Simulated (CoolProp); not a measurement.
Aqueous ethanol as a coolant, at -10 °C, 1 atm.

Computed with CoolProp (Melinder's fits for secondary coolants).

```
mass %  freezing point (°C)  viscosity (mPa s)  conductivity (W/(m K))  cp (kJ/(kg K))  density (kg/m³)
------  -------------------  -----------------  ----------------------  --------------  ---------------
20.9                  -11.9               9.88                   0.434           4.366            977.0
29.1                  -19.3               12.1                   0.395               …                …
37.4                  -27.2               12.7                   0.359           3.887            960.1
45.6                  -34.3               11.8                   0.326               …            946.1
53.8                  -40.3               10.2                   0.296           3.405            929.1
```

Task: Complete the blanks.

Result: 
- 29.1, cp (kJ/(kg K)): 4.152
- 29.1, density (kg/m³): 970.3
- 45.6, cp (kJ/(kg K)): 3.637
